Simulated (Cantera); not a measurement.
Feed: 1 mol Si, 1.7 mol Cl₂, a varied amount of H₂, at 0.100 bar.

Equilibrium computed with Cantera from the NASA thermochemical tables; the gas is ideal and each condensed phase is pure. Candidate condensed phases: Si; 19 gas species. The tables' values for SiCl₃ are old estimates. Kinetics and transport are ignored.

Problem. What condenses at these points (T in K, n(H₂) in mol): (1573, 1.9); (1473, 8.2); (1273, 5.1); (1673, 13)?

Solution. 
```tsv
T (K)	n(H₂) in mol	condensed phases	Si condensed (%)
1573	1.9	gas only	0.0
1473	8.2	Si	8.1
1273	5.1	Si	13.7
1673	13	Si	14.8
```
